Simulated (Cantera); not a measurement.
Input: 1 mol Si2Cl6, 62 mol N2, 29 mol H2, equilibrated at 1900 °C and 0.100 bar.

Equilibrium computed with Cantera from the NASA thermochemical tables; the gas is ideal and each condensed phase is pure. Candidate condensed phases: NH4Cl, Si, Si3N4; 28 gas species. The feed counts by its element totals alone. The tables' values for SiCl, SiN, SiCl3 are old estimates; treat these amounts as uncertain. Gases not in the tables: Si2H6 and higher silanes. Equilibrium is a limit: real reactors are often held back by kinetics, nucleation or transport.

Base state: N2 0.654, H2 0.282, HCl 0.0395, SiCl2 0.0110, H 0.00810, Si 0.00283, SiCl 0.000918, Cl 0.000829 (mole fractions); condensed: Si(l).

### Question
What changes in the equilibrium state with this change: Si2Cl6 replaced by trisilylamine?

### Answer
```csv
species,before,after
N2,0.654,0.646
H2,0.282,0.342
H,0.00810,0.00892
HCl,0.0395,0
SiCl2,0.0110,0
Si,0.00283,0.00283
SiCl,0.000918,0
Cl,0.000829,0
SiCl3,3.40e-5,0
SiH2,7.40e-5,8.96e-5
SiH,0.000222,0.000244
"Si(l), mol",0.523,2.64
```
The tables' values for SiN are old estimates; treat these amounts as uncertain.

### Question
What changes in the equilibrium state with this change: H2 from 29 to 0.14 mol?

### Answer
```json
[
 {"species": "N2", "before": "0.654", "after": "0.942"},
 {"species": "SiCl2", "before": "0.0110", "after": "0.0277"},
 {"species": "Cl", "before": "0.000829", "after": "0.0234"},
 {"species": "H2", "before": "0.282", "after": "4.02e-6"},
 {"species": "HCl", "before": "0.0395", "after": "0.00422"},
 {"species": "SiH", "before": "0.000222", "after": "2.64e-9"},
 {"species": "Si2N", "before": "0.000146", "after": "1.74e-9"},
 {"species": "SiH2", "before": "7.40e-5", "after": "<1e-9"},
 {"species": "Si2", "before": "4.29e-5", "after": "<1e-9"},
 {"species": "SiCl4", "before": "9.47e-8", "after": "0.000191"},
 {"species": "Si(l), mol", "before": "0.523", "after": "0"}
]
```
The tables' values for SiCl3, SiCl are old estimates; treat these amounts as uncertain.
